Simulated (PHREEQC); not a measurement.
Solution (39 °C): 0.28 mol HNO3, 0.12 mol KNO3 and 0.0026 mol KH2PO4 per kg of water. Closed to the air; pH follows from the charge balance.

Computed with PHREEQC (ion-association model, phreeqc.dat).

The ionic strength comes out as 0.400 mol/kgw. What activity coefficients do K+, NO3-, H2PO4-, H+ get?

K+ 0.65, NO3- 0.63, H2PO4- 0.70, H+ 0.77.

This is a speciation only: nothing precipitates in the calculation. Species that the database lacks are ignored. Away from 25 °C the constants follow the database's enthalpies or fits; those with neither stay at their 25 °C values.
